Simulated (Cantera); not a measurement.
(CH3)2SiCl2 + C2H4 + H2 (silicon carbide growth)

Feed: 1 mol (CH3)2SiCl2, 0.038 mol C2H4, 450 mol H2, at 0.340 bar.

Equilibrium computed with Cantera from the NASA thermochemical tables; the gas is ideal and each condensed phase is pure. Candidate condensed phases: C, C6H6, C7H8, C8H18, Si, SiC; 109 gas species. The feed counts by its element totals alone. The tables' values for SiCl are old estimates; treat these amounts as uncertain. Gases not in the tables: Si2H6 and higher silanes. Equilibrium is a limit: real reactors are often held back by kinetics, nucleation or transport.

At 1000 °C the condensed part is SiC(s). From 1200 °C to 1600 °C the condensed part is C(graphite) + SiC(s). From 1800 °C to 2000 °C the condensed part is SiC(s). From 2200 °C to 2400 °C nothing is condensed. The main Si-bearing gas is SiCl2 at 1000 °C and Si at 2400 °C.

| T (°C) | log p H2 | log p H | log p HCl | log p CH4 | log p C2H2 (acetylene) | log p Si | n SiC(s) | n C(graphite) |
|---|---|---|---|---|---|---|---|---|
| 1000 | -0.47 | -6.38 | -2.82 | -3.09 | -7.15 | <-12 | 1.000 | 0 |
| 1200 | -0.47 | -5.13 | -2.82 | -3.47 | -5.66 | -10.45 | 1.000 | 0.621 |
| 1400 | -0.47 | -4.18 | -2.82 | -3.86 | -4.72 | -8.25 | 0.999 | 0.838 |
| 1600 | -0.47 | -3.43 | -2.83 | -4.16 | -3.98 | -6.53 | 0.998 | 0.700 |
| 1800 | -0.47 | -2.82 | -2.83 | -4.41 | -3.41 | -5.14 | 0.978 | 0 |
| 2000 | -0.48 | -2.31 | -2.83 | -4.80 | -3.30 | -3.81 | 0.656 | 0 |
| 2200 | -0.49 | -1.90 | -2.85 | -5.10 | -3.15 | -3.28 | 0 | 0 |
| 2400 | -0.51 | -1.55 | -2.87 | -5.44 | -3.15 | -3.23 | 0 | 0 |
log p: log10 of the partial pressure in bar; n: condensed amount in mol.
